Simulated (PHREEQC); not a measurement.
Dissolve 1.5 mmol/kgw FeCl3, 15 mmol/kgw CaCl2 and 0.54 mmol/kgw NaF at 20 °C. Closed to the air; pH follows from the charge balance.

Model: ion-association model, phreeqc.dat, run in PHREEQC.

No solid was allowed to form.

Q: Order these F species by the share of F that they hold, largest first: HF, FeF2+, F-, FeF+2.

A: FeF+2 (85 %), FeF2+ (13 %), F- (0.84 %), HF (0.70 %)

Q: Order these Fe species by the share of Fe that they hold, largest first: FeOH+2, Fe+3, Fe(OH)2+, FeF+2, Fe2(OH)2+4.

A: FeOH+2 (36 %), FeF+2 (31 %), Fe+3 (11 %), Fe(OH)2+ (7.3 %), Fe2(OH)2+4 (6.5 %)

The pH is 3.12 and the ionic strength 0.0514 mol/kgw. Examples of supersaturated solids here: Fe(OH)3(a), Hematite (slow to form). Others may be too. Species that the database lacks are ignored. Fluoro complexes past AlF4- and FeF3 are missing from the database.
